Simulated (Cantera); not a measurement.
Input: 1 mol SiHCl3, 19 mol NH3, 4.1 mol N2, equilibrated at 1402 °C and 7.50 Torr.

Method: chemical equilibrium by Gibbs-energy minimisation in Cantera with the NASA 1993 tables (ideal gas, pure condensed phases). Candidate condensed phases: NH4Cl, Si, Si3N4; 28 gas species. The tables' values for SiCl3, SiCl are old estimates; treat these amounts as uncertain. The numbers say what is thermodynamically allowed, not how fast it happens.

Base state: H2 0.637, N2 0.301, HCl 0.0529, SiCl2 0.00775, H 0.000927, Cl 6.01e-5, SiCl3 4.69e-5, SiCl 2.70e-5 (mole fractions); condensed: Si3N4(s).

Question: What changes in the equilibrium state with this change: N2 from 4.1 to 34 mol?

Answer: 
```csv
species,before,after
N2,0.301,0.585
H2,0.637,0.377
HCl,0.0529,0.0338
SiCl2,0.00775,0.00343
SiCl3,4.69e-5,1.72e-5
SiCl,2.70e-5,1.44e-5
Si,2.12e-5,1.36e-5
"Si3N4(s), mol",0.219,0.248
```

Question: What changes in the equilibrium state with this change: NH3 from 19 to 1.7 mol?

Answer: 
```
species         before     after
-------------  -------  --------
N2               0.301     0.516
H2               0.637     0.257
HCl             0.0529     0.136
SiCl2          0.00775    0.0882
SiCl4          5.90e-7  0.000109
SiCl3          4.69e-5   0.00216
Si3N4(s), mol    0.219    0.0497
```

Question: What changes in the equilibrium state with this change: NH3 from 19 to 0.27 mol?

Answer: 
```csv
species,before,after
N2,0.301,0.640
SiCl2,0.00775,0.143
HCl,0.0529,0.142
H2,0.637,0.0657
SiCl4,5.90e-7,0.000760
SiCl3,4.69e-5,0.00723
SiHCl3,1.28e-6,6.34e-5
"Si3N4(s), mol",0.219,0
```
